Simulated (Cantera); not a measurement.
Charge: 1 mol Si2H6, 0.13 mol HCl, 180 mol N2, at 1773.15 K.

These are equilibrium values from Cantera (NASA tables, ideal gas, pure condensed phases), not measurements of a reactor. Candidate condensed phases: NH4Cl, Si, Si3N4; 28 gas species. The feed counts by its element totals alone. Equilibrium is a limit: real reactors are often held back by kinetics, nucleation or transport.

### Question
Which condensed phases are stable at each of these points (P (Pa)): 100, 230, 540, 1300, 2900, 6800, 16000, 37000, 86000, 200000?

### Answer
```
P (Pa)  condensed phases  Si condensed (%)
------  ----------------  ----------------
100                Si(l)              77.9
230                Si(l)              89.7
540                Si(l)              95.0
1300            Si3N4(s)              98.5
2900            Si3N4(s)              99.4
6800            Si3N4(s)              99.8
16000           Si3N4(s)              99.9
37000           Si3N4(s)              99.9
86000           Si3N4(s)             100.0
200000          Si3N4(s)             100.0
```

From 0.00100 bar to 0.00540 bar the condensed part is Si(l). From 0.0130 bar to 2.00 bar the condensed part is Si3N4(s).
